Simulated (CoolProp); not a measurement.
Properties of cyclopentane along the isobar 4160 kPa.

The numbers come from the reference Helmholtz-energy equation of state, Gedanitz 2015 in CoolProp.

```tsv
T (K)	phase	cp (kJ/(kg K))	speed of sound (m/s)	isothermal compressibility (1/MPa)	conductivity (mW/(m K))
221.7	liquid	1.507	1641	0.0006683	159
242.9	liquid	1.572	1524	0.0007877	150
264	liquid	1.651	1410	0.0009343	141
285.2	liquid	1.741	1298	0.001119	133
306.3	liquid	1.841	1191	0.001351	126
327.5	liquid	1.947	1087	0.001654	118
348.6	liquid	2.059	987.8	0.002051	111
369.8	liquid	2.177	890.6	0.002596	104
391	liquid	2.299	795.3	0.003368	97.0
412.1	liquid	2.428	701.0	0.004518	90.6
433.3	liquid	2.572	605.1	0.006396	84.6
454.4	liquid	2.748	505.3	0.009873	78.9
475.6	liquid	3.021	394.0	0.01833	73.5
496.7	liquid	3.890	251.2	0.06277	68.4
517.9	gas	3.543	152.9	0.5672	55.5
539.1	gas	2.966	180.8	0.4043	54.5
```

Thermal conductivity comes from a separate model (Vassiliou 2015).
